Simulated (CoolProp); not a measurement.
The numbers come from the reference Helmholtz-energy equation of state, Gedanitz 2015 in CoolProp.

### Question
For cyclopentane, give the phase and the speed of sound (m/s), conductivity (mW/(m K)), Prandtl number at 469.6 K and 94.8 kPa.

### Answer
- 469.6 K and 94.8 kPa: gas; speed of sound 241, conductivity 31.4, Prandtl number 0.757

Viscosity comes from a separate model (Chung 1988), a generic estimate that can be far off for the liquid and wasn't checked against measurements. Thermal conductivity comes from a separate model (Vassiliou 2015).
